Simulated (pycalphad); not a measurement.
Computed with pycalphad from the COST 507 light-alloy database (1999), at 1 atm. These are 1990s assessments: newer ones move some temperatures and phases. Phase fractions are per mole of atoms.

### Question
Give the equilibrium state of Si-33.9Al (wt.%) at 1200 K.

### Answer
liquid, fraction 0.559, with 61.3 Al wt.%; diamond (Si), fraction 0.441, with <0.01 Al wt.%.

### Question
Give the equilibrium state of Si-33.9Al (wt.%) at 725 K.

### Answer
diamond (Si), fraction 0.650, with <0.01 Al wt.%; fcc, fraction 0.350, with 99.52 Al wt.%.
